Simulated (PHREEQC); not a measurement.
Consider water at 25 °C with 0.14 mol H3PO4, 3.1e-05 mol Na2HPO4 and 4.3e-05 mol KCl per kg of water. Closed to the air; pH follows from the charge balance.

All values are PHREEQC results (ion-association model, phreeqc.dat), not measurements.

Each row changes one thing in this solution. Precipitation was switched off in this run.

| case | pH | ionic strength (mol/kgw) | H3PO4 (mol/kgw) | H2PO4- (mol/kgw) | HPO4-2 (mol/kgw) | SI of Sylvite (KCl) |
|---|---|---|---|---|---|---|
| as made | 1.56 | 0.0316 | 0.108 | 0.0316 | 1.16e-7 | -9.78 |
| H3PO4 replaced by KH2PO4 at the same molality | 4.45 | 0.141 | 0.000535 | 0.139 | 0.000560 | -6.38 |
| H3PO4 from 0.14 to 0.21 mol/kgw | 1.46 | 0.0401 | 0.170 | 0.0401 | 1.23e-7 | -9.80 |
| KCl from 4.3e-05 to 4.3e-06 mol/kgw | 1.56 | 0.0316 | 0.108 | 0.0316 | 1.16e-7 | -11.78 |
| Na2HPO4 left out | 1.56 | 0.0316 | 0.108 | 0.0316 | 1.16e-7 | -9.78 |
| Na2HPO4 replaced by Na3PO4 at the same molality | 1.56 | 0.0317 | 0.108 | 0.0316 | 1.16e-7 | -9.78 |
| KCl from 4.3e-05 to 8.6e-06 mol/kgw | 1.56 | 0.0316 | 0.108 | 0.0316 | 1.16e-7 | -11.18 |
